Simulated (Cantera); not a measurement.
An isothermal, constant-pressure homogeneous reactor starts with CH4 : H2 : H = 0.028 : 1 : 0.019 (molar parts), at 2275 K and 2670 Pa.

Computed with Cantera and GRI-Mech 3.0 (53 species, 325 reactions). GRI-Mech 3.0 stops at C3 and has no aromatics, soot or wall deposition, so with more carbon than oxygen in the feed, carbon stays in small species such as C2H2 where larger ones or solid carbon would form. Radical loss at walls, strong at low pressure, is not modelled.

x: mole fraction; the columns are a selection and need not sum to one.

```json
[
 {"t (s)": "3.00e-5", "x CH4": "0.0212", "x H2": "0.960", "x H": "0.0129", "x C2H6": "3.00e-6", "x CH2": "6.63e-5", "x C2H": "1.09e-8"},
 {"t (s)": "0.000123", "x CH4": "0.0203", "x H2": "0.961", "x H": "0.0133", "x C2H6": "2.96e-6", "x CH2": "7.19e-5", "x C2H": "2.04e-7"},
 {"t (s)": "0.000506", "x CH4": "(withheld)", "x H2": "0.961", "x H": "(withheld)", "x C2H6": "(withheld)", "x CH2": "7.43e-5", "x C2H": "(withheld)"},
 {"t (s)": "0.00208", "x CH4": "0.00899", "x H2": "0.963", "x H": "0.0175", "x C2H6": "7.73e-7", "x CH2": "6.24e-5", "x C2H": "5.38e-6"},
 {"t (s)": "0.00855", "x CH4": "0.00181", "x H2": "0.963", "x H": "0.0227", "x C2H6": "4.03e-8", "x CH2": "2.59e-5", "x C2H": "1.17e-5"},
 {"t (s)": "0.0351", "x CH4": "0.000204", "x H2": "0.957", "x H": "0.0302", "x C2H6": "6.53e-10", "x CH2": "5.62e-6", "x C2H": "1.70e-5"},
 {"t (s)": "0.144", "x CH4": "(withheld)", "x H2": "0.946", "x H": "(withheld)", "x C2H6": "1.17e-11", "x CH2": "(withheld)", "x C2H": "(withheld)"},
 {"t (s)": "0.593", "x CH4": "1.01e-5", "x H2": "0.937", "x H": "0.0501", "x C2H6": "2.61e-12", "x CH2": "8.08e-7", "x C2H": "2.89e-5"},
 {"t (s)": "2.43", "x CH4": "9.84e-6", "x H2": "0.936", "x H": "0.0507", "x C2H6": "2.51e-12", "x CH2": "8.06e-7", "x C2H": "2.92e-5"},
 {"t (s)": "10.0", "x CH4": "9.84e-6", "x H2": "0.936", "x H": "0.0507", "x C2H6": "2.51e-12", "x CH2": "8.06e-7", "x C2H": "2.92e-5"}
]
```

Task: Fill in the missing entries.

Result: 
- 0.000506, x CH4: 0.0171
- 0.000506, x H: 0.0146
- 0.000506, x C2H6: 2.33e-6
- 0.000506, x C2H: 1.36e-6
- 0.144, x CH4: 2.38e-5
- 0.144, x H: 0.0410
- 0.144, x CH2: 1.25e-6
- 0.144, x C2H: 2.35e-5
